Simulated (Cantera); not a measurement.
A closed system holds: 1 mol Zr, 0.53 mol NH₃, 0.041 mol H₂O, equilibrated at 1825 K and 0.630 Pa.

Equilibrium computed with Cantera from the NASA thermochemical tables; the gas is ideal and each condensed phase is pure. Candidate condensed phases: H₂O, Zr, ZrN, ZrO₂; 28 gas species. Mutual solubility and eutectic melting of coexisting phases are not modelled. ZrN: taken at fixed stoichiometry. Condensed phases not in the tables: solid solutions among these carbides, nitrides and lower oxides, N, O or C dissolved in the metal. Equilibrium is a limit: real reactors are often held back by kinetics, nucleation or transport.

Base state: H₂ 0.839, H 0.161, ZrO 0.000238, Zr 1.21e-5 (mole fractions); condensed: Zr(β) + ZrN(s) + ZrO₂(tetragonal).

Q: What changes in the equilibrium state with this change: pressure from 0.630 Pa to 1.80 Pa?

A: 
| species | before | after |
|---|---|---|
| H₂ | 0.839 | 0.901 |
| H | 0.161 | 0.0986 |
| ZrO | 0.000238 | 8.32e-5 |
| Zr | 1.21e-5 | 4.23e-6 |
| Zr(β), mol | 0.449 | 0.449 |
| ZrN(s), mol | 0.530 | 0.530 |
| ZrO₂(tetragonal), mol | 0.0204 | 0.0205 |
